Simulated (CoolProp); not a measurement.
Computed with CoolProp (reference Helmholtz-energy equation of state, Akasaka 2024).

Task: For R1132(E), give the phase and the cp (kJ/(kg K)), speed of sound (m/s) at 392.4 K and 53.7 kPa.

Result: 
- 392.4 K and 53.7 kPa: gas; cp 1.10, speed of sound 240
